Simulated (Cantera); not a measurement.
A perfectly stirred reactor is fed with CO : O2 : H2O : N2 = 0.0019 : 0.023 : 0.00081 : 1 (molar parts), at 105 Torr; it is held at 1450 K, and followed from long to short residence time.

Detailed kinetics in Cantera: GRI-Mech 3.0 (53 species, 325 reactions).

### Question
What does this change do: pressure from 105 Torr to 10.0 bar?

### Answer
| quantity | before | after |
|---|---|---|
| x(CO) at τ = 5.80 s | 2.80e-5 | 4.05e-6 |
| x(O2) at τ = 5.80 s | 0.0215 | 0.0215 |
| x(H2O) at τ = 5.80 s | 0.000772 | 0.000789 |
| x(O) at τ = 5.80 s | 5.56e-5 | 3.68e-7 |
| x(H) at τ = 5.80 s | 1.73e-6 | 1.07e-9 |
| x(CO) at τ = 25.0 ms | 0.000943 | 0.000241 |
| x(O2) at τ = 25.0 ms | 0.0217 | 0.0216 |
| x(H2O) at τ = 25.0 ms | 0.000709 | 0.000785 |
| x(O) at τ = 25.0 ms | 0.000540 | 7.48e-6 |
| x(H) at τ = 25.0 ms | 4.91e-5 | 9.28e-8 |

### Question
What does this change do: O2 0.023 to 0.15 parts?

### Answer
```tsv
quantity	before	after
x(CO) at τ = 5.80 s	2.80e-5	2.23e-5
x(O2) at τ = 5.80 s	0.0215	0.129
x(H2O) at τ = 5.80 s	0.000772	0.000687
x(O) at τ = 5.80 s	5.56e-5	5.48e-5
x(H) at τ = 5.80 s	1.73e-6	2.65e-7
x(CO) at τ = 25.0 ms	0.000943	0.000847
x(O2) at τ = 25.0 ms	0.0217	0.129
x(H2O) at τ = 25.0 ms	0.000709	0.000652
x(O) at τ = 25.0 ms	0.000540	0.000526
x(H) at τ = 25.0 ms	4.91e-5	7.66e-6
```
